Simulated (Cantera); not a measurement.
A perfectly stirred reactor is fed with C₂H₆ : N₂ = 1 : 1.2 (molar parts), at 260 Pa; it is held at 1400 K, and followed from long to short residence time.

Computed with Cantera and GRI-Mech 3.0 (53 species, 325 reactions). GRI-Mech 3.0 stops at C3 and has no aromatics, soot or wall deposition, so with more carbon than oxygen in the feed, carbon stays in small species such as C2H2 where larger ones or solid carbon would form. Radical loss at walls, strong at low pressure, is not modelled.

**Question.** What does this change do: pressure from 260 Pa to 101000 Pa?

**Answer.** 
| quantity | before | after |
|---|---|---|
| x(C₂H₆) at τ = 13.0 s | 0.000678 | 0.000330 |
| x(CH₃) at τ = 13.0 s | 0.000796 | 3.53e-5 |
| x(CH₂) at τ = 13.0 s | 1.98e-7 | 2.86e-10 |
| x(H₂) at τ = 13.0 s | 0.386 | 0.294 |
| x(C₂H₂) at τ = 13.0 s | 0.211 | 0.165 |
| x(C₂H₆) at τ = 73.0 ms | 0.0770 | 0.00432 |
| x(CH₃) at τ = 73.0 ms | 0.00772 | 9.91e-5 |
| x(CH₂) at τ = 73.0 ms | 2.54e-6 | 3.46e-9 |
| x(H₂) at τ = 73.0 ms | 0.172 | 0.334 |
| x(C₂H₂) at τ = 73.0 ms | 0.0600 | 0.153 |

**Question.** What does this change do: temperature 1400 to 1150 K?

**Answer.** 
```json
[
 {"quantity": "x(C₂H₆) at τ = 13.0 s", "before": "0.000678", "after": "0.0261"},
 {"quantity": "x(CH₃) at τ = 13.0 s", "before": "0.000796", "after": "0.000106"},
 {"quantity": "x(CH₂) at τ = 13.0 s", "before": "1.98e-7", "after": "2.01e-9"},
 {"quantity": "x(H₂) at τ = 13.0 s", "before": "0.386", "after": "0.265"},
 {"quantity": "x(C₂H₂) at τ = 13.0 s", "before": "0.211", "after": "0.0733"},
 {"quantity": "x(C₂H₆) at τ = 73.0 ms", "before": "0.0770", "after": "0.430"},
 {"quantity": "x(CH₃) at τ = 73.0 ms", "before": "0.00772", "after": "0.000242"},
 {"quantity": "x(CH₂) at τ = 73.0 ms", "before": "2.54e-6", "after": "5.32e-9"},
 {"quantity": "x(H₂) at τ = 73.0 ms", "before": "0.172", "after": "0.0143"},
 {"quantity": "x(C₂H₂) at τ = 73.0 ms", "before": "0.0600", "after": "9.23e-5"}
]
```
